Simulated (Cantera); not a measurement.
Ignition delay

Mixture: 5.17 % C₃H₈, 19.9 % O₂, 74.9 % N₂, at 101000 Pa, adiabatic and at constant pressure. Ignition delay is the time to a rise of 400 K.

Detailed kinetics in Cantera: GRI-Mech 3.0 (53 species, 325 reactions). GRI-Mech 3.0 was tuned for natural gas; its chemistry of propane as a main component is partial and can be far from experiment.

| T0 (K) | delay (ms) |
|---|---|
| 1125 | 31.7 |
| 1175 | 10.6 |
| 1225 | 3.84 |
| 1275 | 1.53 |
| 1325 | 0.675 |
| 1375 | 0.328 |
| 1425 | 0.175 |

```yaml
apparent activation energy between 1325 and 1425 K: 210 kJ/mol
```
